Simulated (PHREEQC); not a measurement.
**Alkaline etch or developer (model solution)**

A solution holds 0.031 mol NaOH and 0.00026 mol (CH3)4NCl per kg of water, at 85 °C. Closed to the air; pH follows from the charge balance.

All values are PHREEQC results (ion-association model, phreeqc.dat), not measurements.

Precipitation was switched off in this run.

**Question.** What pH, specific conductance does the model give?

**Answer.** pH 10.90; specific conductance 18100 µS/cm.

(CH3)4N+ isn't in the database: it is added as a free cation with an ion size of 4 Å. Constants without temperature data keep their 25 °C values here.
